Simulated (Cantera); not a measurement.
A perfectly stirred reactor is fed with CH₄ : C₂H₆ : C₃H₈ : O₂ : N₂ = 1 : 0.77 : 0.19 : 3.32 : 12.5 (molar parts), equivalence ratio 1.7, at 1.00 atm; it is adiabatic with a 650 K inlet, and is followed from long to short residence time, starting on the burning branch (τ in s: 0.26, 0.086, 0.028, 0.0091, 0.003, 0.00096, 0.00031, 0.0001, 3.3e-05, 1.1e-05, 3.5e-06).

Cantera simulation using GRI-Mech 3.0 (53 species, 325 reactions); the numbers are that mechanism's predictions, not measurements.

Question: What does this change do: inlet temperature 650 to 525 K?

Answer: 
| quantity | before | after |
|---|---|---|
| blow-out, bracketed by the residence times tried | burning at 0.310 ms, out at 0.100 ms | burning at 0.960 ms, out at 0.310 ms |
| x(CH₄) at τ = 0.260 s | 0.000278 | 0.000975 |
| x(C₂H₆) at τ = 0.260 s | 2.40e-7 | 6.09e-7 |
| x(C₃H₈) at τ = 0.260 s | 4.12e-8 | 7.55e-8 |
| x(CH₃) at τ = 0.260 s | 5.33e-5 | 0.000104 |
| x(HO₂) at τ = 0.260 s | 7.25e-9 | 1.37e-8 |
| x(CH₄) at τ = 0.960 ms | 0.00297 | 0.00487 |
| x(C₂H₆) at τ = 0.960 ms | 5.27e-5 | 0.000119 |
| x(C₃H₈) at τ = 0.960 ms | 7.17e-6 | 1.33e-5 |
| x(CH₃) at τ = 0.960 ms | 0.00147 | 0.00170 |
| x(HO₂) at τ = 0.960 ms | 1.43e-6 | 2.85e-6 |
